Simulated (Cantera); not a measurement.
Mixture: CH4 : O2 : N2 = 1 : 1.33 : 4.4 (molar parts), at 1.30 bar, adiabatic and at constant volume. Ignition delay is the time to a rise of 400 K.

Computed with Cantera and GRI-Mech 3.0 (53 species, 325 reactions).

**Question.** At T0 = 1675 K, what is the delay, and which 6 reactions control it most (d ln τ / d ln k, from doubling and halving each rate constant)?

**Answer.** The delay is 0.194 ms.
```
reaction                   d ln τ / d ln k   faster rate
-------------------------  ---------------  ------------
CH3 + O2 <=> CH3O + O                -0.38   shortens it
H + O2 <=> O + OH                    -0.28   shortens it
CH4 + H <=> CH3 + H2                  0.22  lengthens it
2 CH3 (+M) <=> C2H6 (+M)              0.17  lengthens it
CH3 + H (+M) <=> CH4 (+M)            -0.12   shortens it
2 CH3 <=> C2H5 + H                   -0.12   shortens it
```
